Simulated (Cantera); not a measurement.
Feed: 1 mol Si₂H₆, 0.51 mol NO, 11 mol H₂, 3.2 mol O₂, at 7.50 Torr.

Method: chemical equilibrium by Gibbs-energy minimisation in Cantera with the NASA 1993 tables (ideal gas, pure condensed phases). Candidate condensed phases: H₂O, Si, SiO₂, Si₂N₂O, Si₃N₄; 35 gas species. The feed counts by its element totals alone. The tables hold silica as quartz up to 1696 K and as liquid above; real silica turns to tridymite and cristobalite and melts near 1996 K. Rates play no part. All values below are at 1300 °C.

Base state: H₂ 0.778, H₂O 0.204, N₂ 0.0179, H 0.000359 (mole fractions); condensed: SiO₂(β-quartz).

Task: What changes in the equilibrium state with this change: NO from 0.51 to 0.12 mol?

Result: 
```csv
species,before,after
H₂,0.778,0.816
H₂O,0.204,0.179
N₂,0.0179,0.00427
H,0.000359,0.000367
"SiO₂(β-quartz), mol",2.00,2.00
```

Task: What changes in the equilibrium state with this change: Si₂H₆ replaced by HMDSO?

Result: 
```tsv
species	before	after
H₂	0.778	0.726
CO	0	0.218
SiO	4.88e-6	0.0538
H₂O	0.204	1.73e-5
N₂	0.0179	0.00189
H	0.000359	0.000346
SiO₂(β-quartz), mol	2.00	0.113
Si₂N₂O(s), mol	0	0.203
```
Mutual solubility and eutectic melting of coexisting phases are not modelled. Further candidate phases: C, C₆H₆, C₇H₈, C₈H₁₈, SiC.
